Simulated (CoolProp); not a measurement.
Values from CoolProp's reference Helmholtz-energy equation of state, de Reuck 1993.

Give the vapour pressure (MPa), vapour density (kg/m³), liquid cp (kJ/(kg K)), liquid viscosity (µPa s) of saturated methanol at 131.35, 157.35 °C.


```csv
T (°C),p (MPa),vapour density (kg/m³),liquid cp (kJ/(kg K)),liquid viscosity (µPa s)
131.35,0.872,9.86,3.55,164
157.35,1.66,19.2,3.97,128
```

Viscosity comes from a separate model (Xiang 2006).
